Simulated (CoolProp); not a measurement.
Vapour-liquid equilibrium of CH2F2 (R32) (1) + isobutane (2) at 1.05 MPa; x and y are mole fractions of (1).

Values from CoolProp's multi-fluid Helmholtz-energy mixture model, Tillner-Roth 1997 and Bücker 2006; pair parameters Bell 2016.

Give the bubble temperature and the first vapour's composition at x = 0.5, 0.575, 0.95. Is there an azeotrope?

x = 0.5: 8.7 °C, y = 0.814; x = 0.575: 8.2 °C, y = 0.820; x = 0.95: 7.2 °C, y = 0.932. y crosses x between x = 0.875 and 0.95: the model has an azeotrope there.

The pair parameters rest on a limited set of measurements; away from them the model extrapolates. With so large a gap from Raoult's law the liquid may split in two, which this calculation doesn't test in full.
